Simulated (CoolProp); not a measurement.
A closed Brayton cycle with carbon dioxide: compressor inlet 327.15 K and 9.3 MPa, high pressure 29.8 MPa, turbine inlet 815 K, compressor efficiency 0.89, turbine efficiency 0.85, recuperator effectiveness 0.9 (on enthalpy, no pinch check). Each further row changes one setting.

Computed with CoolProp (reference Helmholtz-energy equation of state, Span 1996).

```
case                           thermal efficiency (%)  net work (kJ/kg)  compressor to turbine work  compressor exit (K)  turbine exit (K)
-----------------------------  ----------------------  ----------------  --------------------------  -------------------  ----------------
as stated                                         ___              84.0                        0.40                416.7             684.1
turbine inlet 765 K                              30.0              73.9                        0.43                416.7             638.5
compressor inlet 337.15 K                        30.4              75.8                        0.46                436.6             684.1
high pressure 25.3 MPa                            ___              75.9                        0.38                403.9             701.9
recuperator effectiveness 0.5                     ___              84.0                        0.40                416.7             684.1
```

### Question
Some entries are withheld; supply them.

### Answer

- as stated, thermal efficiency (%): 32.1
- high pressure 25.3 MPa, thermal efficiency (%): 31.4
- recuperator effectiveness 0.5, thermal efficiency (%): 21.7
